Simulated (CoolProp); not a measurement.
The numbers come from the reference Helmholtz-energy equation of state, Kamei 1995 in CoolProp.

### Question
For R22, give the phase and the Joule-Thomson coefficient (K/MPa), viscosity (µPa s) at -25.25 °C and 0.101 MPa; -7.55 °C and 0.101 MPa; 187.25 °C and 0.101 MPa.

### Answer
- -25.25 °C and 0.101 MPa: gas; Joule-Thomson coefficient 39.2, viscosity 11.4
- -7.55 °C and 0.101 MPa: gas; Joule-Thomson coefficient 31.3, viscosity 12.3
- 187.25 °C and 0.101 MPa: gas; Joule-Thomson coefficient 6.37, viscosity 21.0

Viscosity comes from a separate model (Bell 2016), an estimate that may be off by 10 % or more.
